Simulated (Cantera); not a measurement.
A perfectly stirred reactor is fed with CH4 : O2 : N2 = 1 : 1.82 : 6.84 (molar parts), equivalence ratio 1.1, at 270 Torr; it is adiabatic with a 325 K inlet, and is followed from long to short residence time, starting on the burning branch (τ in s: 0.26, 0.1, 0.042, 0.017, 0.007, 0.0028, 0.0012, 0.00047, 0.00019, 7.8e-05, 3.2e-05, 1.3e-05).

Cantera simulation using GRI-Mech 3.0 (53 species, 325 reactions); the numbers are that mechanism's predictions, not measurements.

x: mole fraction; the columns are a selection and need not sum to one.

| τ (s) | T (K) | x CH4 | x O2 | x C2H6 | x NO2 | x CO |
|---|---|---|---|---|---|---|
| 0.26 | 2182 | 3.76e-6 | 0.00200 | 2.59e-12 | 3.11e-8 | 0.0283 |
| 0.10 | 2157 | 7.07e-6 | 0.00300 | 8.52e-12 | 2.52e-8 | 0.0295 |
| 0.042 | 2124 | 1.25e-5 | 0.00435 | 2.39e-11 | 1.85e-8 | 0.0310 |
| 0.017 | 2078 | 2.33e-5 | 0.00620 | 7.25e-11 | 1.20e-8 | 0.0329 |
| 0.0070 | 2024 | 4.51e-5 | 0.00833 | 2.38e-10 | 7.32e-9 | 0.0349 |
| 0.0028 | 1962 | 9.54e-5 | 0.0108 | 9.51e-10 | 4.36e-9 | 0.0371 |
| 0.0012 | 1905 | 0.000206 | 0.0133 | [?] | 2.80e-9 | 0.0394 |
| 0.00047 | 1842 | 0.000546 | 0.0174 | [?] | 1.83e-9 | 0.0436 |
| 0.00019 | 1745 | 0.00214 | 0.0286 | [?] | 1.35e-9 | 0.0548 |
| 7.8e-5 | 325 | 0.104 | 0.188 | <1e-12 | <1e-12 | <1e-12 |
| 3.2e-5 | 325 | 0.104 | 0.188 | <1e-12 | <1e-12 | <1e-12 |
| 1.3e-5 | 325 | 0.104 | 0.188 | <1e-12 | <1e-12 | <1e-12 |

### Question
What belongs in the gaps?

### Answer

- 0.0012, x C2H6: 4.19e-9
- 0.00047, x C2H6: 3.06e-8
- 0.00019, x C2H6: 7.43e-7
